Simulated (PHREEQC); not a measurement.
## Buffer: an equilibrium model

Solution (27 °C): 0.078 mol NaHSO4 and 0.0002 mol Na2HPO4 per kg of water. Closed to the air; pH follows from the charge balance.

The numbers come from PHREEQC with the ion-association model, phreeqc.dat.

```yaml
pH: 1.53
ionic_strength: 0.143 mol/kgw
specific_conductance: 19300 µS/cm
density: 1.004 g/cm³
total_alkalinity: -77.8 meq/kg
```

```tsv
species	molality	activity	log γ
Na+	0.0744	0.0569	-0.117
HSO4-	0.0416	0.0316	-0.118
H+	0.0361	0.0292	-0.091
SO4-2	0.0324	0.0107	-0.483
NaSO4-	0.00402	0.00308	-0.116
H3PO4	0.000153	0.000158	0.014
H2PO4-	4.69e-5	3.59e-5	-0.116
```

This is a speciation only: nothing precipitates in the calculation.
